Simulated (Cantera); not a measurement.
A perfectly stirred reactor is fed with CH₃OH : O₂ : N₂ = 1 : 2.5 : 9.4 (molar parts), equivalence ratio 0.60, at 9.87 atm; it is adiabatic with a 375 K inlet, and is followed from long to short residence time, starting on the burning branch (τ in s: 0.22, 0.075, 0.025, 0.0086, 0.0029, 0.00099, 0.00034, 0.00011, 3.9e-05, 1.3e-05, 4.5e-06).

Cantera simulation using GRI-Mech 3.0 (53 species, 325 reactions); the numbers are that mechanism's predictions, not measurements. GRI-Mech 3.0 was tuned for natural gas; its chemistry of methanol as a main component is partial and can be far from experiment.

Q: Predict: blow-out, bracketed by the residence times tried; x(CH₃OH) at τ = 0.220 s; x(O₂) at τ = 0.220 s; x(NO) at τ = 0.220 s; x(H₂) at τ = 0.220 s; x(OH) at τ = 0.220 s; x(CH₃OH) at τ = 0.990 ms; x(O₂) at τ = 0.990 ms; x(NO) at τ = 0.990 ms; x(H₂) at τ = 0.990 ms; x(OH) at τ = 0.990 ms.

A: 
```
Quantity                                                                        Result
------------------------------------------------  ------------------------------------
blow-out, bracketed by the residence times tried  burning at 0.340 ms, out at 0.110 ms
x(CH₃OH) at τ = 0.220 s                                                        7.22e-7
x(O₂) at τ = 0.220 s                                                            0.0745
x(NO) at τ = 0.220 s                                                           2.02e-5
x(H₂) at τ = 0.220 s                                                           1.13e-5
x(OH) at τ = 0.220 s                                                          0.000352
x(CH₃OH) at τ = 0.990 ms                                                       5.69e-5
x(O₂) at τ = 0.990 ms                                                           0.0759
x(NO) at τ = 0.990 ms                                                          3.36e-6
x(H₂) at τ = 0.990 ms                                                         0.000251
x(OH) at τ = 0.990 ms                                                         0.000890
```
